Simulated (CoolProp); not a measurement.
Vapour pressure (kPa) of CH2F2 (R32): the reference equation beside estimates from Tc = 78.1 °C, pc = 5783 kPa, ω = 0.277. Clausius-Clapeyron is anchored at -28.55 °C with a constant enthalpy of vaporisation of 18.47 kJ/mol.

Values from CoolProp's reference Helmholtz-energy equation of state, Tillner-Roth 1997.

```csv
T (°C),reference,Lee-Kesler,Clausius-Clapeyron,van der Waals,Redlich-Kwong,Soave-Redlich-Kwong,Peng-Robinson
-35.45,217.1,215.5,222.9,973.3,377.5,215.5,215.7
-28.55,290.2,289.9,290.2,1129,483.8,289.8,289.0
-21.55,382.5,384.2,373.6,1302,612.2,384.0,381.8
-14.55,496.1,500.2,474.5,1492,763.2,500.1,496.1
-7.55,633.8,640.8,595.0,1699,938.9,641.4,634.9
-0.55,798.9,809.1,737.6,1923,1141,811.1,801.6
6.45,994.7,1008,904.5,2166,1372,1012,999.7
13.35,1221,1238,1095,2423,1630,1246,1229
20.35,1489,1508,1318,2703,1923,1521,1500
```

Absolute difference from the reference over all 9 rows, mean and median: Lee-Kesler 0.9 and 1.1 %, Clausius-Clapeyron 6.0 and 6.1 %, van der Waals 187.2 and 168.1 %, Redlich-Kwong 49.6 and 48.1 %, Soave-Redlich-Kwong 1.2 and 1.2 %, Peng-Robinson 0.4 and 0.4 %.
